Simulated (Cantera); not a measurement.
Feed: 1 mol AlN, a varied amount of H2O, 0.93 mol N2, 25 mol H2, equilibrated at 1025 K and 10.0 mbar.

Cantera equilibrium calculation (NASA polynomials, part measured and part estimated; ideal gas, pure solids and liquids). Candidate condensed phases: Al, AlN, Al2O3, H2O; 35 gas species. Kinetics and transport are ignored.

Question: At 7.4 mol H2O, list the 3 most abundant gas species with their mole fractions, and the condensed phases.

Answer: H2 0.783, H2O 0.174, N2 0.0423. Condensed: Al2O3(s).
